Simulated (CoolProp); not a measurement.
Computed with CoolProp (reference Helmholtz-energy equation of state, Jacobsen 1992).

**Question.** Give the vapour pressure (MPa), vapour density (kg/m³), enthalpy of vaporisation (kJ/kg), liquid viscosity (µPa s) of saturated R11 at 378, 400.5, 411.8 K.

**Answer.** 
```
T (K)  p (MPa)  vapour density (kg/m³)  enthalpy of vaporisation (kJ/kg)  liquid viscosity (µPa s)
-----  -------  ----------------------  --------------------------------  ------------------------
378      0.913                    48.0                               144                       209
400.5     1.42                    76.2                               130                       170
411.8     1.74                    95.5                               121                       152
```

Viscosity comes from a separate model (Klein 1997), an estimate that may be off by 10 % or more.
